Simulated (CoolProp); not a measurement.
Vapour-liquid equilibrium of p-xylene (1) + n-undecane (2) at 417.4 K; x and y are mole fractions of (1).

Computed with CoolProp (multi-fluid Helmholtz-energy mixture model, Zhou 2012 and Aleksandrov 2011; pair parameters Bell 2016).

```csv
x,"bubble pressure, mixture model (MPa)","bubble pressure, Raoult's law (MPa)","y, mixture model","y, Raoult's law"
0.05,0.02787,0.02827,0.194,0.209
0.15,0.03672,0.03776,0.448,0.470
0.25,0.04575,0.04725,0.607,0.627
0.35,0.05497,0.05674,0.715,0.730
0.45,0.06435,0.06623,0.793,0.805
0.55,0.07390,0.07572,0.852,0.860
0.65,0.08361,0.08521,0.898,0.903
0.75,0.09345,0.09470,0.935,0.938
0.85,0.1034,0.1042,0.965,0.966
0.95,0.1134,0.1137,0.989,0.990
```

The largest gap from Raoult's law is -3.2 % in bubble pressure, at x = 0.25. No azeotrope shows between x = 0.05 and 0.95.

The pair parameters rest on a limited set of measurements; away from them the model extrapolates.
